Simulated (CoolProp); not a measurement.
Computed with CoolProp (reference Helmholtz-energy equation of state, Setzmann 1991).

### Question
Give the vapour pressure (MPa), vapour density (kg/m³), surface tension (mN/m), liquid conductivity (mW/(m K)) of saturated methane at -97.75 °C.

### Answer
```
T (°C)  p (MPa)  vapour density (kg/m³)  surface tension (mN/m)  liquid conductivity (mW/(m K))
------  -------  ----------------------  ----------------------  ------------------------------
-97.75     2.81                    49.4                    1.73                            92.6
```

Thermal conductivity comes from a separate model (Friend 1989). Surface tension comes from a separate correlation (Mulero 2012).
